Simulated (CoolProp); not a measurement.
Vapour-liquid equilibrium of toluene (1) + ethylbenzene (2) at 1190 kPa; x and y are mole fractions of (1).

The numbers come from the multi-fluid Helmholtz-energy mixture model, Lemmon 2006 and Zhou 2012; pair parameters Bell 2016 in CoolProp.

```json
[
 {"x": "0.05", "bubble temperature, mixture model (°C)": "258.0", "bubble temperature, Raoult's law (°C)": "257.9", "y, mixture model": "0.069", "y, Raoult's law": "0.079"},
 {"x": "0.2", "bubble temperature, mixture model (°C)": "252.6", "bubble temperature, Raoult's law (°C)": "252.1", "y, mixture model": "0.260", "y, Raoult's law": "0.290"},
 {"x": "0.35", "bubble temperature, mixture model (°C)": "247.7", "bubble temperature, Raoult's law (°C)": "246.7", "y, mixture model": "0.431", "y, Raoult's law": "0.469"},
 {"x": "0.5", "bubble temperature, mixture model (°C)": "242.9", "bubble temperature, Raoult's law (°C)": "241.8", "y, mixture model": "0.586", "y, Raoult's law": "0.622"},
 {"x": "0.65", "bubble temperature, mixture model (°C)": "238.3", "bubble temperature, Raoult's law (°C)": "237.2", "y, mixture model": "0.727", "y, Raoult's law": "0.755"},
 {"x": "0.8", "bubble temperature, mixture model (°C)": "233.7", "bubble temperature, Raoult's law (°C)": "232.9", "y, mixture model": "0.855", "y, Raoult's law": "0.869"},
 {"x": "0.95", "bubble temperature, mixture model (°C)": "229.1", "bubble temperature, Raoult's law (°C)": "228.9", "y, mixture model": "0.966", "y, Raoult's law": "0.969"}
]
```

The largest gap from Raoult's law is +1.1 K in bubble temperature, at x = 0.5. No azeotrope shows between x = 0.05 and 0.95.

The pair parameters rest on a limited set of measurements; away from them the model extrapolates.
